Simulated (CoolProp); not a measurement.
Vapour pressure (kPa) of n-perfluoropentane: the reference equation beside estimates from Tc = 421.0 K, pc = 2063 kPa, ω = 0.436. Clausius-Clapeyron is anchored at 304.5 K with a constant enthalpy of vaporisation of 25.93 kJ/mol.

Computed with CoolProp (reference Helmholtz-energy equation of state, Gao 2022).

```
T (K)  reference  Lee-Kesler  Clausius-Clapeyron  van der Waals  Redlich-Kwong  Soave-Redlich-Kwong  Peng-Robinson
-----  ---------  ----------  ------------------  -------------  -------------  -------------------  -------------
293.5      72.10       72.10               74.36          405.0          174.3                72.05          72.36
297.2      83.24       83.31               84.87          431.7          193.6                83.25          83.44
300.9      95.69       95.84               96.56          459.5          214.5                95.78          95.82
304.5      109.2       109.4               109.2          487.6          236.3                109.4          109.2
308.2      124.5       124.9               123.4          517.7          260.3                124.8          124.5
311.9      141.5       141.9               139.2          548.9          286.0                142.0          141.4
315.6      160.2       160.8               156.5          581.3          313.5                160.9          160.0
319.3      180.7       181.5               175.5          615.0          342.8                181.8          180.5
323        203.2       204.1               196.3          649.8          373.9                204.6          203.0
326.7      227.8       228.9               218.9          685.9          406.9                229.7          227.6
330.4      254.7       255.9               243.6          723.3          441.9                257.0          254.5
334.1      283.9       285.3               270.5          761.9          479.0                286.8          283.7
337.8      315.5       317.1               299.6          801.7          518.1                319.1          315.5
341.5      349.8       351.6               331.1          842.9          559.4                354.1          350.0
345.2      386.8       388.8               365.2          885.4          602.9                392.0          387.3
```

Absolute difference from the reference over all 15 rows, mean and median: Lee-Kesler 0.4 and 0.4 %, Clausius-Clapeyron 3.1 and 3.1 %, van der Waals 260.7 and 240.3 %, Redlich-Kwong 93.1 and 89.7 %, Soave-Redlich-Kwong 0.6 and 0.6 %, Peng-Robinson 0.1 and 0.1 %.
